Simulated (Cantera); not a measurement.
Charge: 1 mol C2H5OH, 0.2 mol CO2, held at 975 Torr.

Cantera equilibrium calculation (NASA polynomials, part measured and part estimated; ideal gas, pure solids and liquids). Candidate condensed phases: C, C6H6, C7H8, C8H18, H2O; 110 gas species. The numbers say what is thermodynamically allowed, not how fast it happens.

Problem. At 2075 °C, list the 7 most abundant gas species with their mole fractions, and the condensed phases.

Solution. H2 0.670, CO 0.317, H 0.00887, C2H2 (acetylene) 0.00366, CH4 0.000114, CH3 2.81e-5, H2O 1.00e-5. Condensed: C(graphite).
